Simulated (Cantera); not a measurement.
**Thermodynamics of metals in furnace atmospheres, feed Fe + CO + N₂**

Feed: 1 mol Fe, 0.82 mol CO, 6.5 mol N₂, held at 1330 Pa.

Equilibrium computed with Cantera from the NASA thermochemical tables; the gas is ideal and each condensed phase is pure. Candidate condensed phases: C, Fe, Fe(CO)₅, FeO, Fe₂O₃, Fe₃O₄; 27 gas species. Condensed phases not in the tables: cementite and carbon dissolved in iron. Rates play no part.

From 525 °C to 825 °C the condensed part is C(graphite) + Fe(α). From 925 °C to 1325 °C the condensed part is Fe(γ). From 1425 °C to 1525 °C the condensed part is Fe(δ). From 1625 °C to 1725 °C the condensed part is Fe(l).

```tsv
T (°C)	x N₂	x CO	x Fe	x CO₂	x CN	x C₂N₂	x N	n C(graphite)	n Fe(α)	n Fe(γ)	n Fe(δ)	n Fe(l)
525	0.898	0.0904	<1e-12	0.0115	<1e-12	<1e-12	<1e-12	0.0830	1.00	0	0	0
625	0.889	0.110	<1e-12	0.000952	<1e-12	<1e-12	<1e-12	0.00696	1.00	0	0	0
725	0.888	0.112	1.01e-12	9.86e-5	<1e-12	<1e-12	<1e-12	0.000721	1.00	0	0	0
825	0.888	0.112	8.73e-11	1.53e-5	<1e-12	<1e-12	<1e-12	0.000112	1.00	0	0	0
925	0.888	0.112	3.48e-9	3.25e-6	<1e-12	5.54e-12	<1e-12	0	0	1.00	0	0
1025	0.888	0.112	7.73e-8	8.86e-7	3.16e-12	6.22e-11	<1e-12	0	0	1.000	0	0
1125	0.888	0.112	1.09e-6	2.93e-7	5.76e-11	4.94e-10	<1e-12	0	0	1.000	0	0
1225	0.888	0.112	1.08e-5	1.13e-7	7.09e-10	2.98e-9	<1e-12	0	0	1.000	0	0
1325	0.888	0.112	7.92e-5	4.94e-8	6.36e-9	1.43e-8	5.22e-12	0	0	0.999	0	0
1425	0.888	0.112	0.000457	4.89e-8	2.15e-8	1.37e-8	4.36e-11	0	0	0	0.997	0
1525	0.886	0.112	0.00215	6.36e-8	4.83e-8	7.66e-9	2.88e-10	0	0	0	0.984	0
1625	0.881	0.111	0.00815	9.24e-8	8.60e-8	3.40e-9	1.56e-9	0	0	0	0	0.940
1725	0.864	0.109	0.0267	1.34e-7	1.35e-7	1.43e-9	7.06e-9	0	0	0	0	0.799
```
x: gas mole fraction; n: condensed amount in mol.
